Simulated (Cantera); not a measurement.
**Iron carbonyl, mercury and lead vapours: Pb + CO + N2**

Feed: 1 mol Pb, 0.14 mol CO, 59 mol N2, equilibrated at 47.0 mbar.

These are equilibrium values from Cantera (NASA tables, ideal gas, pure condensed phases), not measurements of a reactor. Candidate condensed phases: C, Pb, PbO, PbO2, Pb3O4; 27 gas species. The numbers say what is thermodynamically allowed, not how fast it happens.

From 850 °C to 925 °C the condensed part is Pb(l). From 950 °C to 1100 °C nothing is condensed. The main Pb-bearing gas is Pb throughout.

```
T (°C)   x N2     x Pb     x CO    x Pb2     x CO2  n Pb(l)
------  -----  -------  -------  -------  --------  -------
850     0.994  0.00389  0.00236  6.24e-8   1.58e-8    0.769
875     0.992  0.00596  0.00235  1.27e-7   1.06e-8    0.645
900     0.989  0.00897  0.00235  2.52e-7   7.22e-9    0.464
925     0.984   0.0133  0.00234  4.85e-7   4.99e-9    0.204
950     0.981   0.0166  0.00233  6.72e-7   3.50e-9        0
975     0.981   0.0166  0.00233  5.96e-7   2.52e-9        0
1000    0.981   0.0166  0.00233  5.31e-7   1.83e-9        0
1025    0.981   0.0166  0.00233  4.75e-7   1.35e-9        0
1050    0.981   0.0166  0.00233  4.27e-7   1.01e-9        0
1075    0.981   0.0166  0.00233  3.86e-7  7.59e-10        0
1100    0.981   0.0166  0.00233  3.49e-7  6.12e-10        0
```
x: gas mole fraction; n: condensed amount in mol.
